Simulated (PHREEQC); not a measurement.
Consider water at 25 °C with 41 mmol/kgw ZnCl2, 100 mmol/kgw KCl and 110 mmol/kgw MnSO4. Closed to the air; pH follows from the charge balance.

The numbers come from PHREEQC with the ion-association model, wateq4f.dat.

| quantity | before | after |
|---|---|---|
| pH | 5.52 | 6.24 |
| ionic strength (mol/kgw) | 0.426 | 0.00607 |
| Cl- (mol/kgw) | 0.167 | 0.00181 |
| K+ (mol/kgw) | 0.0933 | 0.000995 |
| Mn+2 (mol/kgw) | 0.0671 | 0.00100 |
| SO4-2 (mol/kgw) | 0.0503 | 0.000961 |
| SI of Goslarite (ZnSO4:7H2O) | -2.28 | -4.77 |
| SI of Zincite(c) (ZnO) | -2.37 | -2.23 |

Which change was made?
(A) diluted 100-fold with water
(B) 0.0017 mol/kgw ZnI2 added
(C) diluted 5-fold with water
(D) MnSO4 from 0.11 to 0.011 mol/kgw

A, diluted 100-fold with water

This is a speciation only: nothing precipitates in the calculation.
